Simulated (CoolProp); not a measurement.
A single-stage vapour-compression cycle with the fluid: evaporating at 320.15 K (dew point), condensing at 343.15 K (bubble point), superheat 10 K, subcooling 8 K, compressor efficiency 0.75, no pressure losses. The same conditions are run with several fluids, on thermodynamics alone (safety and materials aside).

Values from CoolProp's reference Helmholtz-energy equation of state of each fluid (chloromethane (R40): Thol 2014; benzene: Thol 2012; isobutane: Bücker 2006; water: Wagner 2002; methanol: de Reuck 1993; R365MFC: Lemmon 2016).

```tsv
fluid	cooling COP	pressure ratio	discharge temperature (K)	refrigerating effect (kJ/kg)	volumetric capacity (kJ/m³)
chloromethane (R40)	9.52	1.71	___	331	7380
benzene	10.2	2.28	362.9	___	374
isobutane	9.76	1.71	352.1	___	4390
water	9.40	2.94	460.9	2350	164
methanol	9.84	2.57	401.1	1120	654
R365MFC	10.2	2.06	349.0	174	1270
```

Problem. What belongs in the gaps?

Solution. 
- chloromethane (R40), discharge temperature (K): 375.5
- benzene, refrigerating effect (kJ/kg): 402
- isobutane, refrigerating effect (kJ/kg): 283
